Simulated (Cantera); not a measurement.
## Adiabatic ignition

An adiabatic, constant-pressure homogeneous reactor starts with CH₄ : O₂ : N₂ = 1 : 3.64 : 32.7 (molar parts), at 1648 K and 19.7 atm.

Model: GRI-Mech 3.0 (53 species, 325 reactions), integrated in Cantera. The pressure lies above the range GRI-Mech 3.0 was tuned for (to about 10 atm).

```json
[
 {"t (s)": "3.00e-6", "T (K)": "1648", "x CH₄": "0.0268", "x O₂": "0.0975", "x H₂O": "7.16e-6", "x H₂O₂": "3.72e-8", "x C₂H₄": "1.66e-8", "x C₂H₆": "1.37e-7", "x NO": "<1e-12"},
 {"t (s)": "7.68e-6", "T (K)": "1648", "x CH₄": "0.0267", "x O₂": "0.0974", "x H₂O": "4.78e-5", "x H₂O₂": "7.65e-8", "x C₂H₄": "5.55e-7", "x C₂H₆": "4.13e-6", "x NO": "2.60e-12"},
 {"t (s)": "1.97e-5", "T (K)": "1650", "x CH₄": "0.0261", "x O₂": "0.0971", "x H₂O": "0.000458", "x H₂O₂": "2.60e-7", "x C₂H₄": "2.00e-5", "x C₂H₆": "0.000103", "x NO": "2.48e-11"},
 {"t (s)": "5.04e-5", "T (K)": "1831", "x CH₄": "0.00703", "x O₂": "0.0746", "x H₂O": "0.0262", "x H₂O₂": "4.78e-6", "x C₂H₄": "0.000938", "x C₂H₆": "0.000182", "x NO": "4.98e-8"},
 {"t (s)": "0.000129", "T (K)": "2218", "x CH₄": "<1e-12", "x O₂": "0.0436", "x H₂O": "0.0528", "x H₂O₂": "1.77e-7", "x C₂H₄": "<1e-12", "x C₂H₆": "<1e-12", "x NO": "3.13e-5"},
 {"t (s)": "0.000330", "T (K)": "2218", "x CH₄": "<1e-12", "x O₂": "0.0436", "x H₂O": "0.0528", "x H₂O₂": "1.76e-7", "x C₂H₄": "<1e-12", "x C₂H₆": "<1e-12", "x NO": "5.68e-5"},
 {"t (s)": "0.000845", "T (K)": "2218", "x CH₄": "<1e-12", "x O₂": "0.0436", "x H₂O": "0.0528", "x H₂O₂": "1.76e-7", "x C₂H₄": "<1e-12", "x C₂H₆": "<1e-12", "x NO": "0.000121"},
 {"t (s)": "0.00216", "T (K)": "2217", "x CH₄": "<1e-12", "x O₂": "0.0435", "x H₂O": "0.0528", "x H₂O₂": "1.76e-7", "x C₂H₄": "<1e-12", "x C₂H₆": "<1e-12", "x NO": "0.000284"},
 {"t (s)": "0.00554", "T (K)": "2216", "x CH₄": "<1e-12", "x O₂": "0.0433", "x H₂O": "0.0528", "x H₂O₂": "1.75e-7", "x C₂H₄": "<1e-12", "x C₂H₆": "<1e-12", "x NO": "0.000684"},
 {"t (s)": "0.0142", "T (K)": "2214", "x CH₄": "<1e-12", "x O₂": "0.0429", "x H₂O": "0.0528", "x H₂O₂": "1.73e-7", "x C₂H₄": "<1e-12", "x C₂H₆": "<1e-12", "x NO": "0.00160"},
 {"t (s)": "0.0363", "T (K)": "2210", "x CH₄": "<1e-12", "x O₂": "0.0420", "x H₂O": "0.0529", "x H₂O₂": "1.69e-7", "x C₂H₄": "<1e-12", "x C₂H₆": "<1e-12", "x NO": "0.00330"},
 {"t (s)": "0.0931", "T (K)": "2206", "x CH₄": "<1e-12", "x O₂": "0.0411", "x H₂O": "0.0529", "x H₂O₂": "1.65e-7", "x C₂H₄": "<1e-12", "x C₂H₆": "<1e-12", "x NO": "0.00520"},
 {"t (s)": "0.238", "T (K)": "2204", "x CH₄": "<1e-12", "x O₂": "0.0407", "x H₂O": "0.0529", "x H₂O₂": "1.64e-7", "x C₂H₄": "<1e-12", "x C₂H₆": "<1e-12", "x NO": "0.00590"},
 {"t (s)": "0.610", "T (K)": "2204", "x CH₄": "<1e-12", "x O₂": "0.0407", "x H₂O": "0.0529", "x H₂O₂": "1.64e-7", "x C₂H₄": "<1e-12", "x C₂H₆": "<1e-12", "x NO": "0.00593"},
 {"t (s)": "1.56", "T (K)": "2204", "x CH₄": "<1e-12", "x O₂": "0.0407", "x H₂O": "0.0529", "x H₂O₂": "1.64e-7", "x C₂H₄": "<1e-12", "x C₂H₆": "<1e-12", "x NO": "0.00593"},
 {"t (s)": "4.00", "T (K)": "2204", "x CH₄": "<1e-12", "x O₂": "0.0407", "x H₂O": "0.0529", "x H₂O₂": "1.64e-7", "x C₂H₄": "<1e-12", "x C₂H₆": "<1e-12", "x NO": "0.00593"}
]
```
x: mole fraction; the columns are a selection and need not sum to one.

```yaml
time_of_steepest_temperature_rise: 51.8 µs
temperature at 4.00 s: 2204 K
equilibrium_temperature: 2204 K
x(CH₄) at 4.00 s: <1e-12 (gas-phase equilibrium <1e-12)
x(O₂) at 4.00 s: 0.0407 (gas-phase equilibrium 0.0407)
x(H₂O) at 4.00 s: 0.0529 (gas-phase equilibrium 0.0529)
```
